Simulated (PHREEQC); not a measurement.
Model water analysis in mmol/kgw, 25 °C, pH 6.33, pe -1.6: Na 0.0156; K 0.0138; Ca 0.0349; Mg 0.0101; Cl 0.0152; S(6) 0.0326; Alkalinity (meq/kgw) 0.0382; Ba 0.00211; Fe(2) 0.00262; Li 0.00103.

Na is adjusted to close the charge balance.
Valence states are taken as typed.

Computed with PHREEQC (ion-association model, phreeqc.dat).

```json
{
  "ionic_strength": "0.000200 mol/kgw"
}
```

```json
[
 {"species": "CO2", "molality": "4.00e-5", "activity": "4.00e-5", "log γ": "0.000"},
 {"species": "HCO3-", "molality": "3.86e-5", "activity": "3.80e-5", "log γ": "-0.007"},
 {"species": "Ca+2", "molality": "3.47e-5", "activity": "3.25e-5", "log γ": "-0.028"},
 {"species": "SO4-2", "molality": "3.23e-5", "activity": "3.03e-5", "log γ": "-0.028"},
 {"species": "Cl-", "molality": "1.52e-5", "activity": "1.49e-5", "log γ": "-0.007"},
 {"species": "K+", "molality": "1.38e-5", "activity": "1.36e-5", "log γ": "-0.007"},
 {"species": "Mg+2", "molality": "1.00e-5", "activity": "9.40e-6", "log γ": "-0.028"},
 {"species": "Na+", "molality": "4.31e-6", "activity": "4.24e-6", "log γ": "-0.007"}
]
```

Precipitation was switched off in this run.
